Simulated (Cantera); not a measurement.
A Cantera script and what it prints.

```python
import numpy as np
import cantera as ct

gas_names = """
    Cu CuO Cu2 H HO2 H2 H2O H2O2 O OH O2 O3
""".split()
cond_names = """
    Cu(cr) Cu(L) CuO(s) CuO2H2(s) Cu2O(s) Cu2O(L) H2O(s) H2O(L)
""".split()


# ... load() reads the species with a 1 bar reference pressure and builds the phases ...
atoms = {
    'CuO': {'Cu': 1, 'O': 1},
    'H2': {'H': 2},
    'H2O': {'H': 2, 'O': 1},
}
top_T = {'CuO(s)': 1390}  # K; cautious upper limits of use, not melting points


# ... equilibrate(T, P, feed) seeds the gas with the atoms and calls Mixture.equilibrate('TP', solver="vcs", rtol=1e-11, max_steps=5000) ...
results = []
feed = {'CuO': 1, 'H2': 1200, 'H2O': 2.7}  # mol
P = 710000  # Pa
for T in [1325, 1350, 1375, 1400, 1425, 1450, 1475, 1500]:
    mix = equilibrate(T, P, feed)
    results.append((T, P, feed, dict(zip(mix.species_names, mix.species_moles))))
    x = sorted(zip(gas.X, gas.species_names), reverse=True)
    print(f"T = {T:g} K  P = {P:g} Pa  gas = {mix.phase_moles(0):.4g} mol")
    print("   x: " + "  ".join(f"{s} {v:.3e}" for v, s in x if v > 0.001))
    print("   condensed (mol): " + ("  ".join(f"{mix.phase(i).name} {mix.phase_moles(i):.4g}"
          for i in range(1, mix.n_phases) if mix.phase_moles(i) > 1e-12) or "none"))
```

Result:

```
T = 1325 K  P = 710000 Pa  gas = 1203 mol
   x: H2 9.969e-01  H2O 3.076e-03
   condensed (mol): Cu(cr) 1
T = 1350 K  P = 710000 Pa  gas = 1203 mol
   x: H2 9.969e-01  H2O 3.076e-03
   condensed (mol): Cu(cr) 0.9999
T = 1375 K  P = 710000 Pa  gas = 1203 mol
   x: H2 9.969e-01  H2O 3.076e-03
   condensed (mol): Cu(L) 0.9999
T = 1400 K  P = 710000 Pa  gas = 1203 mol
   x: H2 9.969e-01  H2O 3.076e-03
   condensed (mol): Cu(L) 0.9998
T = 1425 K  P = 710000 Pa  gas = 1203 mol
   x: H2 9.969e-01  H2O 3.076e-03
   condensed (mol): Cu(L) 0.9996
T = 1450 K  P = 710000 Pa  gas = 1203 mol
   x: H2 9.969e-01  H2O 3.076e-03
   condensed (mol): Cu(L) 0.9994
T = 1475 K  P = 710000 Pa  gas = 1203 mol
   x: H2 9.969e-01  H2O 3.076e-03
   condensed (mol): Cu(L) 0.9991
T = 1500 K  P = 710000 Pa  gas = 1203 mol
   x: H2 9.969e-01  H2O 3.076e-03
   condensed (mol): Cu(L) 0.9986
```

Equilibrium computed with Cantera from the NASA thermochemical tables; the gas is ideal and each condensed phase is pure.
